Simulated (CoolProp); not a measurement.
R13 at 315.43 K and 8.27 MPa is throttled through a valve to 5.11 MPa with no heat exchange. Each further row changes one setting.

The numbers come from the reference Helmholtz-energy equation of state, Platzer 1990 in CoolProp. This equation is an older, rougher fit; its heat capacities, sound speeds and derivatives of the liquid may be far off and weren't checked against measurements.

```
case                      temperature change (K)                       final phase  final density (kg/m³)
------------------------  ----------------------  --------------------------------  ---------------------
as stated                                      …                     supercritical                      …
outlet pressure 1.53 MPa                       …  two-phase, vapour fraction 0.587                      …
outlet pressure 6.64 MPa                       …                     supercritical                      …
```

Task: Complete the blanks.

Result: 
- as stated, temperature change (K): -7.5
- as stated, final density (kg/m³): 826
- outlet pressure 1.53 MPa, temperature change (K): -51.9
- outlet pressure 1.53 MPa, final density (kg/m³): 160
- outlet pressure 6.64 MPa, temperature change (K): -3.0
- outlet pressure 6.64 MPa, final density (kg/m³): 889
